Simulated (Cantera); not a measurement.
Gas mixture: CO : CO₂ = 0.69 : 0.92 (molar parts), at 5.00 bar, frozen composition.

Cantera's kinetic-theory transport with the Lennard-Jones parameters of GRI-Mech 3.0, ideal gas; thermal conductivity in the mixture-averaged form.

D: mixture-averaged diffusion coefficient of that species in the mixture.

```tsv
T (K)	ρ (kg/m³)	cp (J/kg/K)	μ (µPa s)	λ (mW/m/K)	Pr	D (cm²/s) O	D (cm²/s) C₂H₂	D (cm²/s) CH₄
400	5.59	973.7	20.6	27.9	0.719	0.0941	0.0478	0.0653
600	3.72	1079	[?]	[?]	0.725	[?]	[?]	[?]
800	2.79	1159	35.1	55.9	0.728	0.309	0.164	0.219
1000	2.23	1218	41.1	68.5	0.731	0.449	0.240	0.320
1200	1.86	1260	[?]	[?]	0.731	[?]	[?]	[?]
1400	1.60	1292	51.7	91.2	0.731	0.788	0.425	0.563
1600	1.40	1315	56.5	102	0.731	0.983	0.531	0.704
1800	1.24	1333	61.0	111	0.730	1.20	0.647	0.857
2000	1.12	1346	65.4	121	0.729	1.42	0.771	1.02
```

What belongs in the gaps?


- 600, μ (µPa s): 28.4
- 600, λ (mW/m/K): 42.3
- 600, D (cm²/s) O: 0.190
- 600, D (cm²/s) C₂H₂: 0.0992
- 600, D (cm²/s) CH₄: 0.134
- 1200, μ (µPa s): 46.6
- 1200, λ (mW/m/K): 80.2
- 1200, D (cm²/s) O: 0.609
- 1200, D (cm²/s) C₂H₂: 0.327
- 1200, D (cm²/s) CH₄: 0.435
